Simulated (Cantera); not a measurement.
Input (Python, Cantera) and output of one run.

```python
import numpy as np
import cantera as ct

gas_names = """
    H HO2 H2 H2O H2O2 O OH O2 O3 Pb PbO Pb2
""".split()
cond_names = """
    H2O(s) H2O(L) Pb(cr) Pb(L) PbO(rd) PbO(yw) PbO(L) PbO2(s) Pb3O4(s)
""".split()


# ... load() reads the species with a 1 bar reference pressure and builds the phases ...
atoms = {
    'PbO': {'Pb': 1, 'O': 1},
    'H2': {'H': 2},
}
top_T = {'Pb3O4(s)': 820}  # K; cautious upper limits of use, not melting points


# ... equilibrate(T, P, feed) seeds the gas with the atoms and calls Mixture.equilibrate('TP', solver="vcs", rtol=1e-11, max_steps=5000) ...
results = []
P = 133.322  # Pa
for T in [573, 673, 773, 873, 973, 1073, 1173, 1273, 1373, 1473]:
    for m in [0.24, 0.32, 0.4, 0.48, 0.56, 0.64, 0.72, 0.8, 0.88, 0.96, 1]:
        feed = {'PbO': 1, 'H2': m}  # mol
        mix = equilibrate(T, P, feed)
        results.append((T, P, feed, dict(zip(mix.species_names, mix.species_moles))))

for T, P, feed, n in results:
    print(f"{T:7g} {feed['H2']:10.4g}  " + (" + ".join(c for c in cond_names if n.get(c, 0) > 1e-12) or "gas only"))
```

It prints:

```
    573       0.24  Pb(cr) + PbO(rd)
    573       0.32  Pb(cr) + PbO(rd)
    573        0.4  Pb(cr) + PbO(rd)
    573       0.48  Pb(cr) + PbO(rd)
    573       0.56  Pb(cr) + PbO(rd)
    573       0.64  Pb(cr) + PbO(rd)
    573       0.72  Pb(cr) + PbO(rd)
    573        0.8  Pb(cr) + PbO(rd)
    573       0.88  Pb(cr) + PbO(rd)
    573       0.96  Pb(cr) + PbO(rd)
    573          1  Pb(cr) + PbO(rd)
    673       0.24  Pb(L) + PbO(rd)
    673       0.32  Pb(L) + PbO(rd)
    673        0.4  Pb(L) + PbO(rd)
    673       0.48  Pb(L) + PbO(rd)
    673       0.56  Pb(L) + PbO(rd)
    673       0.64  Pb(L) + PbO(rd)
    673       0.72  Pb(L) + PbO(rd)
    673        0.8  Pb(L) + PbO(rd)
    673       0.88  Pb(L) + PbO(rd)
    673       0.96  Pb(L) + PbO(rd)
    673          1  Pb(L) + PbO(rd)
    773       0.24  Pb(L) + PbO(yw)
    773       0.32  Pb(L) + PbO(yw)
    773        0.4  Pb(L) + PbO(yw)
    773       0.48  Pb(L) + PbO(yw)
    773       0.56  Pb(L) + PbO(yw)
    773       0.64  Pb(L) + PbO(yw)
    773       0.72  Pb(L) + PbO(yw)
    773        0.8  Pb(L) + PbO(yw)
    773       0.88  Pb(L) + PbO(yw)
    773       0.96  Pb(L) + PbO(yw)
    773          1  Pb(L) + PbO(yw)
    873       0.24  Pb(L) + PbO(yw)
    873       0.32  Pb(L) + PbO(yw)
    873        0.4  Pb(L) + PbO(yw)
    873       0.48  Pb(L) + PbO(yw)
    873       0.56  Pb(L) + PbO(yw)
    873       0.64  Pb(L) + PbO(yw)
    873       0.72  Pb(L) + PbO(yw)
    873        0.8  Pb(L) + PbO(yw)
    873       0.88  Pb(L) + PbO(yw)
    873       0.96  Pb(L) + PbO(yw)
    873          1  Pb(L) + PbO(yw)
    973       0.24  Pb(L) + PbO(yw)
    973       0.32  Pb(L) + PbO(yw)
    973        0.4  Pb(L) + PbO(yw)
    973       0.48  Pb(L) + PbO(yw)
    973       0.56  Pb(L) + PbO(yw)
    973       0.64  Pb(L) + PbO(yw)
    973       0.72  Pb(L) + PbO(yw)
    973        0.8  Pb(L) + PbO(yw)
    973       0.88  Pb(L) + PbO(yw)
    973       0.96  Pb(L) + PbO(yw)
    973          1  Pb(L) + PbO(yw)
   1073       0.24  Pb(L) + PbO(yw)
   1073       0.32  Pb(L) + PbO(yw)
   1073        0.4  Pb(L) + PbO(yw)
   1073       0.48  Pb(L) + PbO(yw)
   1073       0.56  Pb(L) + PbO(yw)
   1073       0.64  Pb(L) + PbO(yw)
   1073       0.72  Pb(L) + PbO(yw)
   1073        0.8  Pb(L) + PbO(yw)
   1073       0.88  Pb(L) + PbO(yw)
   1073       0.96  Pb(L) + PbO(yw)
   1073          1  Pb(L)
   1173       0.24  Pb(L) + PbO(L)
   1173       0.32  Pb(L) + PbO(L)
   1173        0.4  Pb(L) + PbO(L)
   1173       0.48  Pb(L) + PbO(L)
   1173       0.56  Pb(L) + PbO(L)
   1173       0.64  Pb(L) + PbO(L)
   1173       0.72  Pb(L) + PbO(L)
   1173        0.8  Pb(L) + PbO(L)
   1173       0.88  Pb(L) + PbO(L)
   1173       0.96  Pb(L)
   1173          1  Pb(L)
   1273       0.24  PbO(L)
   1273       0.32  PbO(L)
   1273        0.4  PbO(L)
   1273       0.48  PbO(L)
   1273       0.56  PbO(L)
   1273       0.64  PbO(L)
   1273       0.72  gas only
   1273        0.8  gas only
   1273       0.88  gas only
   1273       0.96  gas only
   1273          1  gas only
   1373       0.24  gas only
   1373       0.32  gas only
   1373        0.4  gas only
   1373       0.48  gas only
   1373       0.56  gas only
   1373       0.64  gas only
   1373       0.72  gas only
   1373        0.8  gas only
   1373       0.88  gas only
   1373       0.96  gas only
   1373          1  gas only
   1473       0.24  gas only
   1473       0.32  gas only
   1473        0.4  gas only
   1473       0.48  gas only
   1473       0.56  gas only
   1473       0.64  gas only
   1473       0.72  gas only
   1473        0.8  gas only
   1473       0.88  gas only
   1473       0.96  gas only
   1473          1  gas only
```

Equilibrium computed with Cantera from the NASA thermochemical tables; the gas is ideal and each condensed phase is pure. Each liquid is taken as pure. Mutual solubility and eutectic melting of coexisting phases are not modelled.
